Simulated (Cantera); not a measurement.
A freely propagating, adiabatic, planar premixed flame of 28.7 % H2, 15.0 % O2, 56.3 % N2, unburnt at 375 K and 1280 Torr; mixture-averaged transport, grid criteria slope 0.08 and curve 0.16, no radiation.

Detailed kinetics in Cantera: the H2/O2 subset of GRI-Mech 3.0, which has no nitrogen chemistry. Burning velocities carry a grid error of a few per cent, more on coarse grids.

### Question
Predict: laminar burning velocity; thermal thickness; peak x(O); peak x(OH); peak x(H); peak x(H2O2).

### Answer
laminar burning velocity: 311 cm/s
thermal thickness: 0.192 mm
peak x(O): 0.00954
peak x(OH): 0.0155
peak x(H): 0.0352
peak x(H2O2): 0.000103
